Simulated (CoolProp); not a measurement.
A simple Rankine cycle with R11: condensing at 294.15 K, boiler at 2.21 MPa, turbine inlet 427.9 K, turbine efficiency 0.9, pump efficiency 0.8, no recuperator. Each further row changes one setting.

Model: reference Helmholtz-energy equation of state, Jacobsen 1992, in CoolProp.

```csv
case,thermal efficiency (%),net work (kJ/kg),heat in (kJ/kg),turbine exit temperature (K),volume ratio over the turbine
as stated,(withheld),51.1,238,301.5,23.9
turbine inlet 447.9 K,21.9,56.1,256,323.0,22.5
condensing temperature 286.15 K,(withheld),55.6,245,292.9,31.4
boiler pressure 1.55 MPa,20.1,50.2,249,(withheld),15.3
turbine efficiency 0.8,19.0,45.2,238,311.2,24.7
```

Problem. Some entries are withheld; supply them.

Solution. 
- as stated, thermal efficiency (%): 21.5
- condensing temperature 286.15 K, thermal efficiency (%): 22.7
- boiler pressure 1.55 MPa, turbine exit temperature (K): 322.1
